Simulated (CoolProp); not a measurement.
Vapour-liquid equilibrium of n-heptane (1) + m-xylene (2) at 496.8 K; x and y are mole fractions of (1).

Values from CoolProp's multi-fluid Helmholtz-energy mixture model, Span 2003 and Zhou 2012; pair parameters Bell 2016.

```json
[
 {"x": "0.05", "bubble pressure, mixture model (bar)": "6.843", "bubble pressure, Raoult's law (bar)": "6.757", "y, mixture model": "0.105", "y, Raoult's law": "0.107"},
 {"x": "0.125", "bubble pressure, mixture model (bar)": "7.540", "bubble pressure, Raoult's law (bar)": "7.364", "y, mixture model": "0.234", "y, Raoult's law": "0.245"},
 {"x": "0.2", "bubble pressure, mixture model (bar)": "8.198", "bubble pressure, Raoult's law (bar)": "7.972", "y, mixture model": "0.340", "y, Raoult's law": "0.363"},
 {"x": "0.275", "bubble pressure, mixture model (bar)": "8.826", "bubble pressure, Raoult's law (bar)": "8.579", "y, mixture model": "0.429", "y, Raoult's law": "0.463"},
 {"x": "0.35", "bubble pressure, mixture model (bar)": "9.430", "bubble pressure, Raoult's law (bar)": "9.187", "y, mixture model": "0.507", "y, Raoult's law": "0.551"},
 {"x": "0.425", "bubble pressure, mixture model (bar)": "10.02", "bubble pressure, Raoult's law (bar)": "9.794", "y, mixture model": "0.577", "y, Raoult's law": "0.627"},
 {"x": "0.5", "bubble pressure, mixture model (bar)": "10.59", "bubble pressure, Raoult's law (bar)": "10.40", "y, mixture model": "0.641", "y, Raoult's law": "0.695"},
 {"x": "0.575", "bubble pressure, mixture model (bar)": "11.16", "bubble pressure, Raoult's law (bar)": "11.01", "y, mixture model": "0.700", "y, Raoult's law": "0.755"},
 {"x": "0.65", "bubble pressure, mixture model (bar)": "11.73", "bubble pressure, Raoult's law (bar)": "11.62", "y, mixture model": "0.757", "y, Raoult's law": "0.809"},
 {"x": "0.725", "bubble pressure, mixture model (bar)": "12.30", "bubble pressure, Raoult's law (bar)": "12.22", "y, mixture model": "0.811", "y, Raoult's law": "0.857"},
 {"x": "0.8", "bubble pressure, mixture model (bar)": "12.87", "bubble pressure, Raoult's law (bar)": "12.83", "y, mixture model": "0.863", "y, Raoult's law": "0.901"},
 {"x": "0.875", "bubble pressure, mixture model (bar)": "13.46", "bubble pressure, Raoult's law (bar)": "13.44", "y, mixture model": "0.915", "y, Raoult's law": "0.941"},
 {"x": "0.95", "bubble pressure, mixture model (bar)": "14.05", "bubble pressure, Raoult's law (bar)": "14.05", "y, mixture model": "0.966", "y, Raoult's law": "0.977"}
]
```

The largest gap from Raoult's law is +2.9 % in bubble pressure, at x = 0.275. No azeotrope shows between x = 0.05 and 0.95.

Pair parameters are fitted to limited data, so mixtures are less certain than the pure fluids.
